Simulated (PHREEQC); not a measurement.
A made-up water analysis in mg/L, 82 °C, pH 5.85, pe 2.9:

```json
[
 {"constituent": "Na", "mg/L": "8.17"},
 {"constituent": "K", "mg/L": "0.11"},
 {"constituent": "Ca", "mg/L": "8.59"},
 {"constituent": "Mg", "mg/L": "0.836"},
 {"constituent": "Cl", "mg/L": "4.5"},
 {"constituent": "S(6) as SO4", "mg/L": "11.2"},
 {"constituent": "Alkalinity as HCO3", "mg/L": "16.6"},
 {"constituent": "B", "mg/L": "0.0201"},
 {"constituent": "Mn(2)", "mg/L": "0.00562"},
 {"constituent": "Li", "mg/L": "0.0127"}
]
```

Na is adjusted to close the charge balance.
Valence states are taken as typed.

Equilibrium calculation in PHREEQC: ion-association model, phreeqc.dat.

| Quantity | Value |
|---|---|
| ionic strength | 0.000971 mol/kgw |
| specific conductance | 185 µS/cm |

```csv
species,molality,activity,log γ
CO2,0.000819,0.000819,0.000
HCO3-,0.000272,0.000262,-0.017
Ca+2,0.000209,0.000179,-0.068
Na+,0.000130,0.000125,-0.017
Cl-,0.000127,0.000122,-0.017
SO4-2,0.000110,9.41e-5,-0.068
Mg+2,3.22e-5,2.75e-5,-0.067
CaSO4,4.29e-6,4.29e-6,0.000
K+,2.81e-6,2.70e-6,-0.017
MgSO4,2.08e-6,2.08e-6,0.000
H3BO3,1.86e-6,1.86e-6,0.000
Li+,1.83e-6,1.76e-6,-0.017
H+,1.47e-6,1.41e-6,-0.016
```

Precipitation was switched off in this run. At this temperature some constants are extrapolated from 25 °C, and those without enthalpy data are left unchanged.
